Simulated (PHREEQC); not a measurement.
A solution holds 0.038 mol H3PO4 and 0.00056 mol H2SO4 per kg of water, at 25 °C. Closed to the air; pH follows from the charge balance.

The numbers come from PHREEQC with the ion-association model, phreeqc.dat.

Precipitation was switched off in this run.

Problem. Estimate the pH.

Solution. pH 1.88.

Problem. In which forms is S present?

Solution. SO4-2 53 %, HSO4- 47 % of the S.
